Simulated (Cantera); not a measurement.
Input (Python, Cantera) and output of one run.

```python
import numpy as np
import cantera as ct

gas_names = [...]  # 87 gases of nasa_gas.yaml made of C, H, Si
cond_names = """
    C(gr) C6H6(L) C7H8(L) C8H18(L),n-octa Si(cr) Si(L) SiC(b)
""".split()


# ... load() reads the species with a 1 bar reference pressure and builds the phases ...
atoms = {
    'Si(CH3)4': {'Si': 1, 'C': 4, 'H': 12},
    'C2H2': {'C': 2, 'H': 2},
    'H2': {'H': 2},
}
top_T = {'C(gr)': 4500, 'SiC(b)': 3050}  # K; cautious upper limits of use, not melting points


# ... equilibrate(T, P, feed) seeds the gas with the atoms and calls Mixture.equilibrate('TP', solver="vcs", rtol=1e-11, max_steps=5000) ...
results = []
feed = {'Si(CH3)4': 1, 'C2H2': 0.0069, 'H2': 420}  # mol
T = 2425  # K
P = 16000  # Pa
mix = equilibrate(T, P, feed)
results.append((T, P, feed, dict(zip(mix.species_names, mix.species_moles))))
print(gas.report(threshold=0.0001))
for i in range(1, mix.n_phases):
    print(f"{mix.phase(i).name:16s} {mix.phase_moles(i):12.5e} mol")
```

Output:

```
       temperature   2425 K
          pressure   16000 Pa
           density   0.0017004 kg/m^3
  mean mol. weight   2.1428 kg/kmol
   phase of matter   gas

                          1 kg             1 kmol
                     ---------------   ---------------
          enthalpy        3.6699e+07        7.8639e+07  J
   internal energy         2.729e+07        5.8476e+07  J
           entropy             98653        2.1139e+05  J/K
    Gibbs function       -2.0254e+08       -4.3399e+08  J
 heat capacity c_p             16371             35079  J/K
 heat capacity c_v             12491             26765  J/K

                      mass frac. Y      mole frac. X     chem. pot. / RT
                     ---------------   ---------------   ---------------
    C2H2,acetylene          0.052366         0.0043095           -28.924
                 H          0.020513          0.043607           -10.998
                H2           0.89361           0.94981           -21.996
                Si          0.021837         0.0016661           -9.2454
              SiC2         0.0048849        0.00020088           -16.173
               SiH         0.0026203        0.00019299           -20.243
     [  +81 minor]         0.0041704        0.00021338

C(gr)             0.00000e+00 mol
Si(L)             0.00000e+00 mol
SiC(b)            0.00000e+00 mol
```

Cantera equilibrium calculation (NASA polynomials, part measured and part estimated; ideal gas, pure solids and liquids). Gases not in the tables: Si2H6 and higher silanes.
